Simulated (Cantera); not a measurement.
Charge: 1 mol SiCl4, 0.026 mol C2H2, 3.4 mol H2, 0.7 mol C2H4, at 0.0160 bar.

These are equilibrium values from Cantera (NASA tables, ideal gas, pure condensed phases), not measurements of a reactor. Candidate condensed phases: C, C6H6, C7H8, C8H18, Si, SiC; 109 gas species. The tables' values for SiCl, SiCl3 are old estimates; treat these amounts as uncertain. Gases not in the tables: Si2H6 and higher silanes. Kinetics and transport are ignored.

x: gas mole fraction; n: condensed amount in mol.

```tsv
T (K)	x HCl	x H2	x H	x Cl	x SiCl2	x Si	x SiCl4	x SiC2	x SiCl	n C(graphite)	n SiC(s)
1298	0.487	0.481	5.88e-6	5.02e-6	0.00384	7.44e-12	0.0230	<1e-12	3.51e-9	0.663	0.789
1398	0.525	0.452	2.52e-5	2.41e-5	0.00853	2.31e-10	0.00906	<1e-12	4.23e-8	0.603	0.849
1498	0.534	0.443	___	___	___	___	___	___	3.42e-7	0.602	0.850
1598	0.528	0.444	0.000281	0.000264	0.0225	6.10e-8	0.00107	2.34e-10	2.04e-6	0.635	0.817
1698	0.515	0.450	0.000767	0.000682	0.0311	6.03e-7	0.000382	4.67e-9	9.61e-6	0.683	0.768
1798	0.497	0.457	0.00188	0.00157	0.0401	4.60e-6	0.000146	6.63e-8	3.75e-5	0.739	0.712
1898	0.478	0.464	0.00421	0.00327	0.0492	2.83e-5	5.92e-5	7.08e-7	0.000125	0.798	0.652
1998	0.456	0.469	0.00869	0.00629	0.0579	0.000145	2.53e-5	5.93e-6	0.000366	0.856	0.591
2098	0.431	0.472	0.0167	0.0112	0.0655	0.000632	1.13e-5	4.04e-5	0.000952	0.914	0.528
2198	0.403	0.469	0.0302	0.0189	0.0715	0.00241	5.18e-6	0.000230	0.00224	0.975	0.456
2298	0.369	0.457	0.0512	0.0298	0.0748	0.00817	2.38e-6	0.00112	0.00480	1.06	0.344
2398	0.325	0.429	0.0816	0.0441	0.0738	0.0250	1.05e-6	0.00476	0.00938	1.22	0.0929
2498	0.308	___	___	___	___	___	___	___	0.0113	1.18	0
2598	0.284	0.321	0.171	0.106	0.0293	0.0512	1.45e-7	0.0174	0.0104	1.02	0
```

Q: Fill in the missing entries.

A: 
- 2498, x H2: 0.377
- 2498, x H: 0.121
- 2498, x Cl: 0.0698
- 2498, x SiCl2: 0.0522
- 2498, x Si: 0.0411
- 2498, x SiCl4: 4.33e-7
- 2498, x SiC2: 0.0106
- 1498, x H: 9.05e-5
- 1498, x Cl: 8.79e-5
- 1498, x SiCl2: 0.0149
- 1498, x Si: 4.54e-9
- 1498, x SiCl4: 0.00313
- 1498, x SiC2: 7.79e-12
